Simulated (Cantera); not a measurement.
Cantera run:

```python
import numpy as np
import cantera as ct

gas_names = [...]  # 91 gases of nasa_gas.yaml made of C, Cl, H
cond_names = """
    C(gr) C6H6(L) C7H8(L) C8H18(L),n-octa
""".split()


# ... load() reads the species with a 1 bar reference pressure and builds the phases ...
atoms = {
    'CH3Cl': {'C': 1, 'H': 3, 'CL': 1},
    'CH4': {'C': 1, 'H': 4},
    'H2': {'H': 2},
}
top_T = {'C(gr)': 4500}  # K; cautious upper limits of use, not melting points


# ... equilibrate(T, P, feed) seeds the gas with the atoms and calls Mixture.equilibrate('TP', solver="vcs", rtol=1e-11, max_steps=5000) ...
results = []
feed = {'CH3Cl': 1, 'CH4': 0.089, 'H2': 0.26}  # mol
T = 3373  # K
for P in [1, 6.8, 46, 320, 2200, 15000, 100000]:
    mix = equilibrate(T, P, feed)
    results.append((T, P, feed, dict(zip(mix.species_names, mix.species_moles))))

top = {s: max(r[3][s] / sum(r[3][g] for g in gas_names) for r in results) for s in gas_names}
cols = sorted((s for s in top if top[s] > 0.0001), key=lambda s: -top[s])[:5]
seen = [c for c in cond_names if any(r[3].get(c, 0) > 1e-12 for r in results)]
print("log10 of partial pressures in bar; condensed amounts in mol")
print(f"{'P/Pa':>10s}" + "".join(f"{s[:9]:>10s}" for s in cols + seen))
for T, P, feed, n in results:
    ng = sum(n[g] for g in gas_names)
    print(f"{P:10.4g}" + "".join(f"{np.log10(max(n[s] / ng * P / 1e5, 1e-99)):10.3f}" for s in cols)
          + "".join(f"{n.get(c, 0):10.4g}" for c in seen))
```

Output:

```
log10 of partial pressures in bar; condensed amounts in mol
      P/Pa         H        H2       HCL         C        CL     C(gr)
         1    -5.187    -9.657   -10.070    -5.740    -5.775         0
       6.8    -4.354    -7.991    -8.404    -4.915    -4.942         0
        46    -3.517    -6.318    -6.730    -4.151    -4.105         0
       320    -2.658    -4.599    -5.007    -3.610    -3.241         0
      2200    -1.843    -2.968    -3.349    -3.253    -2.399         0
   1.5e+04    -1.152    -1.588    -1.877    -2.971    -1.617         0
     1e+05    -0.596    -0.475    -0.664    -2.926    -0.960    0.5113
```

Cantera equilibrium calculation (NASA polynomials, part measured and part estimated; ideal gas, pure solids and liquids). The tables' values for CCl are old estimates; treat these amounts as uncertain.
